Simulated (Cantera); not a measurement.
**NO annealing gas**

A perfectly stirred reactor is fed with 87.9 % NO, 10.5 % N₂, 1.58 % H₂O, at 3700 Pa; it is held at 1675 K, and followed from long to short residence time.

Computed with Cantera and GRI-Mech 3.0 (53 species, 325 reactions). Radical loss at walls, strong at low pressure, is not modelled.

```tsv
τ (s)	x NO	x N₂O	x O	x NO₂	x O₂	x N₂
12	0.831	0.000193	3.31e-5	0.000167	0.0236	0.129
4.5	0.860	0.000202	2.32e-5	0.000106	0.00914	0.115
1.7	0.872	0.000194	1.67e-5	6.64e-5	0.00342	0.109
0.62	0.876	0.000172	1.22e-5	4.22e-5	0.00120	0.107
0.23	0.878	0.000137	9.20e-6	3.02e-5	0.000407	0.106
0.085	0.878	9.18e-5	7.00e-6	2.64e-5	0.000126	0.106
0.032	0.879	4.92e-5	5.07e-6	2.53e-5	3.15e-5	0.105
0.012	0.879	2.17e-5	2.92e-6	1.60e-5	4.23e-6	0.105
0.0044	0.879	8.44e-6	1.67e-6	4.07e-6	3.38e-7	0.105
```
x: mole fraction; the columns are a selection and need not sum to one.
